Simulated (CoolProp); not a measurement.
o-xylene at several states: fugacity coefficient from the reference equation and from simpler models built on Tc = 357.1 °C, pc = 3737 kPa, ω = 0.312; each cubic takes its own stable root.

Values from CoolProp's reference Helmholtz-energy equation of state, Zhou 2012.

```tsv
T (°C)	p (kPa)	phase	reference	van der Waals	Soave-Redlich-Kwong	Peng-Robinson
132.55	4570	liquid	0.01851	0.1246	0.01890	0.01864
86.45	14000	liquid	0.002084	0.04338	0.002188	0.002108
248.45	36.9	gas	0.9930	0.9954	0.9938	0.9933
267.85	21.9	gas	0.9964	0.9975	0.9967	0.9964
310.45	5240	liquid	0.3324	0.4487	0.3547	0.3392
```
